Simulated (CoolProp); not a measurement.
Vapour-liquid equilibrium of cyclohexane (1) + m-xylene (2) at 376.5 K; x and y are mole fractions of (1).

Values from CoolProp's multi-fluid Helmholtz-energy mixture model, Zhou 2014 and Zhou 2012; pair parameters Bell 2016.

| x | bubble pressure, mixture model (kPa) | bubble pressure, Raoult's law (kPa) | y, mixture model | y, Raoult's law |
|---|---|---|---|---|
| 0.05 | 45.06 | 42.69 | 0.260 | 0.224 |
| 0.15 | 64.39 | 58.28 | 0.530 | 0.491 |
| 0.25 | 82.31 | 73.87 | 0.669 | 0.646 |
| 0.35 | … | 89.47 | 0.755 | 0.747 |
| 0.45 | … | 105.1 | 0.815 | 0.817 |
| 0.55 | 128.7 | 120.7 | 0.860 | 0.870 |
| 0.65 | 142.6 | 136.2 | 0.897 | 0.910 |
| 0.75 | … | 151.8 | … | 0.943 |
| 0.85 | … | 167.4 | … | 0.969 |
| 0.95 | … | 183.0 | 0.986 | 0.990 |

Q: What belongs in the gaps?

A: 
- 0.35, bubble pressure, mixture model (kPa): 98.88
- 0.45, bubble pressure, mixture model (kPa): 114.3
- 0.75, bubble pressure, mixture model (kPa): 156.1
- 0.75, y, mixture model: 0.929
- 0.85, bubble pressure, mixture model (kPa): 169.7
- 0.85, y, mixture model: 0.958
- 0.95, bubble pressure, mixture model (kPa): 183.6

The largest gap from Raoult's law is +11.4 % in bubble pressure, at x = 0.25. No azeotrope shows between x = 0.05 and 0.95.

Pair parameters are fitted to limited data, so mixtures are less certain than the pure fluids.
